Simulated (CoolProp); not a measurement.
trans-2-butene at several states: density (kg/m³) from the reference equation and from simpler models built on Tc = 428.6 K, pc = 4.019 MPa, ω = 0.210; each cubic takes its own stable root.

Computed with CoolProp (reference Helmholtz-energy equation of state, Lemmon 2005). It is a short technical equation, of lower accuracy than the large ones.

| T (K) | p (MPa) | phase | reference |
|---|---|---|---|
| 221 | 0.897 | liquid | 683.7 |
| 301.6 | 0.0191 | gas | 0.4297 |
| 447.7 | 1.02 | gas | 16.72 |
| 374.5 | 9.25 | liquid | 521.4 |
| 339.7 | 16.6 | liquid | 579.4 |

Problem. How far does each simpler model (van der Waals, Soave-Redlich-Kwong, Peng-Robinson) lie from the reference over these 5 states: mean and median of the absolute difference, and the worst?

Solution. 
- van der Waals: mean 21.8 %, median 34.1 %, worst -39.7 % at 221 K and 0.897 MPa
- Soave-Redlich-Kwong: mean 5.4 %, median 7.7 %, worst -9.9 % at 374.5 K and 9.25 MPa
- Peng-Robinson: mean 1.6 %, median 1.4 %, worst +3.7 % at 339.7 K and 16.6 MPa
